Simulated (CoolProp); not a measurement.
Aqueous potassium carbonate as a coolant, at -4 °C, 1 atm.

Computed with CoolProp (Melinder's fits for secondary coolants).

| mass % | freezing point (°C) | cp (kJ/(kg K)) | conductivity (W/(m K)) | density (kg/m³) | Prandtl number |
|---|---|---|---|---|---|
| 15.8 | -6.3 | 3.429 | … | 1155 | … |
| 21.1 | -9.6 | 3.230 | 0.539 | 1211 | … |
| 26.4 | … | 3.039 | 0.533 | 1269 | 23.0 |
| 31.8 | -21.2 | … | 0.528 | 1330 | 28.8 |
| 37.1 | -30.9 | 2.732 | 0.521 | 1392 | … |

Q: Fill in the missing entries.

A: 
- 15.8, conductivity (W/(m K)): 0.544
- 15.8, Prandtl number: 17.5
- 21.1, Prandtl number: 19.6
- 26.4, freezing point (°C): -14.2
- 31.8, cp (kJ/(kg K)): 2.866
- 37.1, Prandtl number: 38.8
